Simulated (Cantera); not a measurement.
A perfectly stirred reactor is fed with 20.0 % H2, 80.0 % O2, equivalence ratio 0.12, at 10.00 Torr; it is held at 1325 K, and followed from long to short residence time.

Detailed kinetics in Cantera: the H2/O2 subset of GRI-Mech 3.0, which has no nitrogen chemistry. Radical loss at walls, strong at low pressure, is not modelled. The temperature is held fixed by assumption; the heat of reaction is taken as removed at once.

One state of this run: x H2 = 0.0754; x O2 = 0.725; x H = 0.0487; x O = 0.0415; x H2O2 = 3.46e-7; x H2O = 0.0916. x: mole fraction; the columns are a selection and need not sum to one.

Problem. Which value of τ (s) does it belong to?
(A) 0.00017
(B) 0.045
(C) 1.8
(D) 0.0070

Solution. A, 0.00017
